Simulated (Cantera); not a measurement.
A closed system holds: 1 mol Al, 0.046 mol O2, 160 mol H2, at 630 Torr.

Equilibrium computed with Cantera from the NASA thermochemical tables; the gas is ideal and each condensed phase is pure. Candidate condensed phases: Al, Al2O3, H2O; 19 gas species. Mutual solubility and eutectic melting of coexisting phases are not modelled. The numbers say what is thermodynamically allowed, not how fast it happens. All values below are at 1525 K.

Base state: H2 1.000, H 2.58e-5, AlH 2.37e-5, Al 2.36e-5, Al2O 1.82e-5 (mole fractions); condensed: Al(l) + Al2O3(s).

Q: What changes in the equilibrium state with this change: pressure from 630 Torr to 1.00 Torr?

A: 
```json
[
 {"species": "H2", "before": "1.000", "after": "0.994"},
 {"species": "Al", "before": "2.36e-5", "after": "0.00488"},
 {"species": "H", "before": "2.58e-5", "after": "0.000646"},
 {"species": "Al2O", "before": "1.82e-5", "after": "0.000571"},
 {"species": "AlH", "before": "2.37e-5", "after": "0.000195"},
 {"species": "Al(l), mol", "before": "0.927", "after": "0"},
 {"species": "Al2O3(s), mol", "before": "0.0297", "after": "0"}
]
```
